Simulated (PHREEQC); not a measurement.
## Copper plating or etch bath

Solution (20 °C): 0.0015 mol/kgw Cu(BF4)2, 0.0011 mol/kgw HNO3 and 0.093 mol/kgw NaCl. It is in equilibrium with CO2 at log p = -3.4 (atm). Otherwise closed; pH follows from the charge balance.

Computed with PHREEQC (ion-association model, phreeqc.dat).

```json
{
  "pH": "2.82",
  "ionic_strength": "0.0990 mol/kgw",
  "specific_conductance": "9390 µS/cm",
  "density": "1.002 g/cm³",
  "total_alkalinity": "-10.1 meq/kg"
}
```

| species | molality | activity | log γ |
|---|---|---|---|
| Na+ | 0.0930 | 0.0732 | -0.104 |
| Cl- | 0.0929 | 0.0714 | -0.114 |
| HF | 0.00244 | 0.00249 | 0.010 |
| H+ | 0.00183 | 0.00152 | -0.083 |
| BF4- | 0.00175 | 0.00137 | -0.106 |
| F- | 0.00157 | 0.00120 | -0.117 |
| Cu+2 | 0.00137 | 0.000556 | -0.393 |
| NO3- | 0.00110 | 0.000831 | -0.122 |
| H3BO3 | 0.000913 | 0.000934 | 0.010 |
| BF3OH- | 0.000233 | 0.000183 | -0.106 |
| CuCl+ | 0.000108 | 8.33e-5 | -0.113 |
| BF2(OH)2- | 0.000106 | 8.32e-5 | -0.106 |
| NaF | 4.94e-5 | 5.05e-5 | 0.010 |

Precipitation was switched off in this run. Real BF4- forms and hydrolyses slowly; the run takes it at equilibrium.
